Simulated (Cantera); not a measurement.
Input (Python, Cantera) and output of one run.

```python
import numpy as np
import cantera as ct

gas_names = """
    CL CL2 H HCL H2 N NH NH2 NH3 N2 N2H2 N2H4 Si SiCL SiCL2 SiCL3 SiCL4 SiH SiHCL3 SiH2 SiH2CL2 SiH3
    SiH3CL SiH4 SiN Si2 Si2N Si3
""".split()
cond_names = """
    NH4CL(a) NH4CL(b) Si(cr) Si(L) Si3N4(a)
""".split()


# ... load() reads the species with a 1 bar reference pressure and builds the phases ...
atoms = {
    'Si2Cl6': {'Si': 2, 'CL': 6},
    'N2': {'N': 2},
    'H2': {'H': 2},
}
top_T = {'Si3N4(a)': 2400}  # K; cautious upper limits of use, not melting points


# ... equilibrate(T, P, feed) seeds the gas with the atoms and calls Mixture.equilibrate('TP', solver="vcs", rtol=1e-11, max_steps=5000) ...
results = []
T = 1273  # K
P = 1400  # Pa
for m in [0.12, 0.26, 0.55, 1.1, 2.4, 5.1, 11, 22]:
    feed = {'Si2Cl6': 1, 'N2': 8.3, 'H2': m}  # mol
    mix = equilibrate(T, P, feed)
    results.append((T, P, feed, dict(zip(mix.species_names, mix.species_moles))))
    x = sorted(zip(gas.X, gas.species_names), reverse=True)
    print(f"T = {T:g} K  P = {P:g} Pa  n(H2) = {m:g} mol  gas = {mix.phase_moles(0):.4g} mol")
    print("   x: " + "  ".join(f"{s} {v:.3e}" for v, s in x if v > 1e-06))
    print("   condensed (mol): " + ("  ".join(f"{mix.phase(i).name} {mix.phase_moles(i):.4g}"
          for i in range(1, mix.n_phases) if mix.phase_moles(i) > 1e-12) or "none"))
```

It prints:

```
T = 1273 K  P = 1400 Pa  n(H2) = 0.12 mol  gas = 9.674 mol
   x: N2 8.223e-01  SiCL4 1.402e-01  HCL 2.415e-02  SiCL3 9.114e-03  SiCL2 3.884e-03  H2 2.946e-04  SiHCL3 6.834e-05  CL 7.205e-06
   condensed (mol): Si3N4(a) 0.1725
T = 1273 K  P = 1400 Pa  n(H2) = 0.26 mol  gas = 9.834 mol
   x: N2 8.045e-01  SiCL4 1.315e-01  HCL 5.010e-02  SiCL3 8.718e-03  SiCL2 3.789e-03  H2 1.319e-03  SiHCL3 1.383e-04  CL 7.064e-06
   condensed (mol): Si3N4(a) 0.1943
T = 1273 K  P = 1400 Pa  n(H2) = 0.55 mol  gas = 10.16 mol
   x: N2 7.703e-01  SiCL4 1.153e-01  HCL 9.722e-02  SiCL3 7.959e-03  H2 5.379e-03  SiCL2 3.601e-03  SiHCL3 2.550e-04  CL 6.787e-06
   condensed (mol): Si3N4(a) 0.236
T = 1273 K  P = 1400 Pa  n(H2) = 1.1 mol  gas = 10.78 mol
   x: N2 7.137e-01  HCL 1.670e-01  SiCL4 9.047e-02  H2 1.838e-02  SiCL3 6.720e-03  SiCL2 3.271e-03  SiHCL3 3.980e-04  CL 6.307e-06
   condensed (mol): Si3N4(a) 0.3044
T = 1273 K  P = 1400 Pa  n(H2) = 2.4 mol  gas = 12.18 mol
   x: N2 6.114e-01  HCL 2.648e-01  H2 6.431e-02  SiCL4 5.181e-02  SiCL3 4.539e-03  SiCL2 2.607e-03  SiHCL3 5.029e-04  CL 5.347e-06  H 1.528e-06
   condensed (mol): Si3N4(a) 0.4252
T = 1273 K  P = 1400 Pa  n(H2) = 5.1 mol  gas = 15 mol
   x: N2 4.785e-01  HCL 3.213e-01  H2 1.791e-01  SiCL4 1.703e-02  SiCL3 2.053e-03  SiCL2 1.622e-03  SiHCL3 3.796e-04  CL 3.887e-06  H 2.551e-06  SiH2CL2 1.171e-06
   condensed (mol): Si3N4(a) 0.5612
T = 1273 K  P = 1400 Pa  n(H2) = 11 mol  gas = 20.96 mol
   x: H2 3.881e-01  N2 3.349e-01  HCL 2.733e-01  SiCL4 2.411e-03  SiCL2 6.873e-04  SiCL3 5.028e-04  SiHCL3 1.368e-04  H 3.754e-06  CL 2.246e-06  SiH2CL2 1.075e-06
   condensed (mol): Si3N4(a) 0.6405
T = 1273 K  P = 1400 Pa  n(H2) = 22 mol  gas = 31.97 mol
   x: H2 5.954e-01  N2 2.184e-01  HCL 1.855e-01  SiCL4 2.892e-04  SiCL2 2.745e-04  SiCL3 1.101e-04  SiHCL3 3.710e-05  H 4.650e-06  CL 1.231e-06
   condensed (mol): Si3N4(a) 0.6591
```

These are equilibrium values from Cantera (NASA tables, ideal gas, pure condensed phases), not measurements of a reactor. The feed counts by its element totals alone. N2 is the only nitrogen source here; it is nearly inert below about 1500 K, so the nitride shown seldom forms there in practice. The tables' values for SiCl3 are old estimates; treat these amounts as uncertain.
